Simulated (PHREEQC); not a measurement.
30 mol of Arcanite (K2SO4) is brought to equilibrium with 1 kg of water holding 120 mmol/kgw NaHCO3, at 25 °C and several pressures. No CO2 enters from the air. Only these solids could form: Arcanite.

Model: Pitzer model, pitzer.dat, run in PHREEQC.

**Question.** Predict pH at P (atm) = 50, 800, 1000.

**Answer.** 
```json
[
 {"P (atm)": "50", "pH": "7.81"},
 {"P (atm)": "800", "pH": "7.53"},
 {"P (atm)": "1000", "pH": "7.46"}
]
```

Species that the database lacks are ignored. In brines, pH and single-ion activities rest on the MacInnes convention.
